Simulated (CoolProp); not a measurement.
Model: reference Helmholtz-energy equation of state, Akasaka 2019, in CoolProp.

For R1234ze(Z), give the phase and the Z, Joule-Thomson coefficient (K/MPa), expansivity (1/kK) at 89.15 °C and 13900 kPa; 120.25 °C and 13900 kPa.


- 89.15 °C and 13900 kPa: liquid; Z 0.473, Joule-Thomson coefficient -0.102, expansivity 2.33
- 120.25 °C and 13900 kPa: liquid; Z 0.471, Joule-Thomson coefficient 0.0601, expansivity 2.77
